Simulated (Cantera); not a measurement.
Cantera run, input and output.

```python
import numpy as np
import cantera as ct

gas = ct.Solution("gri30.yaml")
gas.TPX = 1750, 2600000, {'C2H4': 1, 'O2': 2.14, 'N2': 12, 'H2O': 2.6}
reactor = ct.IdealGasConstPressureReactor(gas, energy="on", clone=False)
net = ct.ReactorNet([reactor])
net.rtol, net.atol = 1e-08, 1e-16
show = ['C2H4', 'O2', 'H2O', 'CH2O', 'CH4', 'CO2']
times = np.geomspace(2e-06, 0.5, 15)

steps = ct.SolutionArray(gas, extra=["t"])
rows = []
print(f"{'t/s':>10s}{'T/K':>9s}{'P/Pa':>11s}" + "".join(f"{s:>11s}" for s in show))
for t in times:
    while net.time < t:
        t_next = net.step()
        steps.append(gas.state, t=t_next)
    rows.append([np.interp(t, steps.t, y) for y in (steps.T, steps.P, *steps(*show).X.T)])
    print(f"{t:10.3e}{rows[-1][0]:9.1f}{rows[-1][1]:11.4g}" + "".join(f"{x:11.3e}" for x in rows[-1][2:]))
rate = np.gradient(steps.T, steps.t)
print("integrator steps:", len(steps.t))
if steps.T.max() > steps.T[0] + 200:
    print(f"time of steepest temperature rise: {steps.t[rate.argmax()]:.4e} s")
gas.TPX = 1750, 2600000, {'C2H4': 1, 'O2': 2.14, 'N2': 12, 'H2O': 2.6}
gas.equilibrate("HP")
print(f"equilibrium (HP): T = {gas.T:.1f} K  " + "  ".join(f"{s} {gas[s].X[0]:.3e}" for s in show))
```

Result:

```
       t/s      T/K       P/Pa       C2H4         O2        H2O       CH2O        CH4        CO2
 2.000e-06   2685.8    2.6e+06  1.730e-13  4.292e-03  1.969e-01  2.611e-08  3.549e-10  4.053e-02
 4.860e-06   2796.7    2.6e+06  2.563e-18  1.062e-03  2.042e-01  2.249e-08  7.287e-12  4.748e-02
 1.181e-05   2813.3    2.6e+06  3.059e-18  6.798e-04  2.057e-01  2.218e-08  9.044e-12  4.809e-02
 2.869e-05   2812.8    2.6e+06  3.121e-18  6.624e-04  2.057e-01  2.224e-08  9.207e-12  4.805e-02
 6.971e-05   2810.8    2.6e+06  3.214e-18  6.461e-04  2.056e-01  2.237e-08  9.418e-12  4.794e-02
 1.694e-04   2807.4    2.6e+06  3.380e-18  6.193e-04  2.053e-01  2.260e-08  9.787e-12  4.774e-02
 4.116e-04   2804.7    2.6e+06  3.519e-18  5.987e-04  2.051e-01  2.278e-08  1.009e-11  4.758e-02
 1.000e-03   2804.3    2.6e+06  3.541e-18  5.956e-04  2.051e-01  2.281e-08  1.014e-11  4.755e-02
 2.430e-03   2804.3    2.6e+06  3.541e-18  5.956e-04  2.051e-01  2.281e-08  1.014e-11  4.755e-02
 5.904e-03   2804.3    2.6e+06  3.541e-18  5.956e-04  2.051e-01  2.281e-08  1.014e-11  4.755e-02
 1.435e-02   2804.3    2.6e+06  3.541e-18  5.956e-04  2.051e-01  2.281e-08  1.014e-11  4.755e-02
 3.486e-02   2804.3    2.6e+06  3.541e-18  5.956e-04  2.051e-01  2.281e-08  1.014e-11  4.755e-02
 8.469e-02   2804.3    2.6e+06  3.541e-18  5.956e-04  2.051e-01  2.281e-08  1.014e-11  4.755e-02
 2.058e-01   2804.3    2.6e+06  3.541e-18  5.956e-04  2.051e-01  2.281e-08  1.014e-11  4.755e-02
 5.000e-01   2804.3    2.6e+06  3.541e-18  5.956e-04  2.051e-01  2.281e-08  1.014e-11  4.755e-02
integrator steps: 1526
time of steepest temperature rise: 1.0424e-06 s
equilibrium (HP): T = 2804.3 K  C2H4 3.832e-18  O2 5.956e-04  H2O 2.051e-01  CH2O 2.281e-08  CH4 1.163e-11  CO2 4.755e-02
```

Model: GRI-Mech 3.0 (53 species, 325 reactions), integrated in Cantera. GRI-Mech 3.0 was tuned for natural gas; its chemistry of ethylene as a main component is partial and can be far from experiment. The pressure lies above the range GRI-Mech 3.0 was tuned for (to about 10 atm).
